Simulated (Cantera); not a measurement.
**Pyrogenic steam for wet oxidation**

An isothermal, constant-pressure homogeneous reactor starts with H2 : O2 : N2 = 1.9 : 1 : 1.2 (molar parts), equivalence ratio 0.95, at 1073 K and 0.168 atm.

Cantera simulation using the H2/O2 subset of GRI-Mech 3.0, which has no nitrogen chemistry; the numbers are that mechanism's predictions, not measurements. The temperature is held fixed by assumption; the heat of reaction is taken as removed at once.

```csv
t (s),x H2,x O2,x H,x H2O,x OH,x HO2,x O
0.000400,0.104,0.0886,0.122,0.344,0.00577,4.03e-5,0.0121
0.00109,0.0168,0.0250,0.00695,0.573,0.00140,1.65e-5,0.000881
0.00297,0.00431,0.0179,0.000594,0.597,0.000470,1.08e-5,0.000135
0.00809,0.00104,0.0163,5.23e-5,0.602,0.000175,6.77e-6,2.17e-5
0.0220,0.000225,0.0160,4.39e-6,0.603,6.77e-5,2.72e-6,3.17e-6
0.0600,4.06e-5,0.0159,3.48e-7,0.603,2.94e-5,6.34e-7,5.09e-7
0.163,5.25e-6,0.0159,2.32e-8,0.603,1.43e-5,9.46e-8,1.06e-7
0.445,6.11e-7,0.0159,1.66e-9,0.603,7.52e-6,1.40e-8,2.82e-8
1.21,1.30e-7,0.0159,2.26e-10,0.603,4.24e-6,3.56e-9,8.96e-9
3.30,4.20e-8,0.0159,4.48e-11,0.603,2.51e-6,1.31e-9,3.14e-9
9.00,1.63e-8,0.0159,1.09e-11,0.603,1.54e-6,7.09e-10,1.19e-9
```
x: mole fraction; the columns are a selection and need not sum to one.

Equilibrium at this temperature and pressure: H2 7.78e-9, O2 0.0159, H 3.02e-12, H2O 0.603, OH 8.75e-7, HO2 6.29e-10, O 3.83e-10 (gas phase only).
